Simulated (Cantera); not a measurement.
An isothermal, constant-pressure homogeneous reactor starts with H2 : O2 : N2 = 0.0074 : 1 : 1 (molar parts), equivalence ratio 0.0037, at 1375 K and 10.00 Torr. Integrator tolerance rtol = 1e-08.

Detailed kinetics in Cantera: GRI-Mech 3.0 (53 species, 325 reactions). Radical loss at walls, strong at low pressure, is not modelled.

**Question.** What does this change do: temperature 1375 to 1300 K?

**Answer.** 
```json
[
 {"quantity": "x(H2) at 7.00 s", "before": "5.85e-7 (gas-phase equilibrium 1.39e-8)", "after": "3.51e-7 (gas-phase equilibrium 3.96e-9)"},
 {"quantity": "x(O2) at 7.00 s", "before": "0.497 (gas-phase equilibrium 0.497)", "after": "0.497 (gas-phase equilibrium 0.497)"},
 {"quantity": "x(NO2) at 7.00 s", "before": "4.29e-11 (gas-phase equilibrium 1.11e-6)", "after": "2.25e-11 (gas-phase equilibrium 9.35e-7)"},
 {"quantity": "x(O) at 7.00 s", "before": "0.000166 (gas-phase equilibrium 3.91e-6)", "after": "9.64e-5 (gas-phase equilibrium 1.09e-6)"},
 {"quantity": "x(NO) at 7.00 s", "before": "2.18e-7 (gas-phase equilibrium 0.000773)", "after": "8.64e-8 (gas-phase equilibrium 0.000487)"},
 {"quantity": "x(OH) at 7.00 s", "before": "0.000108 (gas-phase equilibrium 1.68e-5)", "after": "6.92e-5 (gas-phase equilibrium 7.38e-6)"}
]
```

**Question.** What does this change do: 0.012 parts NO added?

**Answer.** 
| quantity | before | after |
|---|---|---|
| x(H2) at 7.00 s | 5.85e-7 (gas-phase equilibrium 1.39e-8) | 5.46e-8 (gas-phase equilibrium 1.39e-8) |
| x(O2) at 7.00 s | 0.497 (gas-phase equilibrium 0.497) | 0.494 (gas-phase equilibrium 0.497) |
| x(NO2) at 7.00 s | 4.29e-11 (gas-phase equilibrium 1.11e-6) | 2.75e-6 (gas-phase equilibrium 1.11e-6) |
| x(O) at 7.00 s | 0.000166 (gas-phase equilibrium 3.91e-6) | 1.50e-5 (gas-phase equilibrium 3.91e-6) |
| x(NO) at 7.00 s | 2.18e-7 (gas-phase equilibrium 0.000773) | 0.00595 (gas-phase equilibrium 0.000773) |
| x(OH) at 7.00 s | 0.000108 (gas-phase equilibrium 1.68e-5) | 3.28e-5 (gas-phase equilibrium 1.67e-5) |
The mechanism lacks 2 NO + O2 → 2 NO2 and HONO, so NO2 and the effect of NO are under-described below about 1400 K.
